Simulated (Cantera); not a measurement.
PbO + N₂ (iron carbonyl, mercury and lead vapours)

Feed: 1 mol PbO, 3.7 mol N₂, held at 13.3 mbar.

Equilibrium computed with Cantera from the NASA thermochemical tables; the gas is ideal and each condensed phase is pure. Candidate condensed phases: Pb, PbO, PbO₂, Pb₃O₄; 12 gas species. Kinetics and transport are ignored.

```csv
T (K),log p N₂,log p PbO,log p Pb,log p O₂,log p NO,n PbO(red),n PbO(yellow)
575,-1.88,<-13,<-13,<-13,<-13,1.00,0
625,-1.88,<-13,<-13,<-13,<-13,1.00,0
675,-1.88,-13.56,<-13,<-13,<-13,1.00,0
725,-1.88,-12.05,-12.57,-12.95,-13.34,1.00,0
775,-1.88,-10.75,-11.32,-11.67,-12.27,0,1.00
825,-1.88,-9.60,-10.22,-10.55,-11.34,0,1.00
875,-1.88,-8.59,-9.24,-9.57,-10.52,0,1.000
```
log p: log10 of the partial pressure in bar; n: condensed amount in mol.

From 575 K to 725 K the condensed part is PbO(red). From 775 K to 875 K the condensed part is PbO(yellow).
